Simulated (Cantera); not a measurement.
A closed system holds: 1 mol C₂F₆, 6.3 mol H₂, 0.51 mol HCl, equilibrated at 1275 K and 0.00110 bar.

These are equilibrium values from Cantera (NASA tables, ideal gas, pure condensed phases), not measurements of a reactor. Candidate condensed phases: C, C₆H₆, C₇H₈, C₈H₁₈; 118 gas species. The feed counts by its element totals alone. The numbers say what is thermodynamically allowed, not how fast it happens.

Problem. What is the equilibrium state?

Solution. 
```json
{
  "x(HF)": "0.612",
  "x(H₂)": "0.336",
  "x(HCl)": "0.0520",
  "x(H)": "1.29e-5",
  "x(Cl)": "1.69e-6",
  "x(CH₄)": "1.15e-6",
  "n(C(graphite))": "2.00 mol",
  "gas_amount": "9.810 mol"
}
```
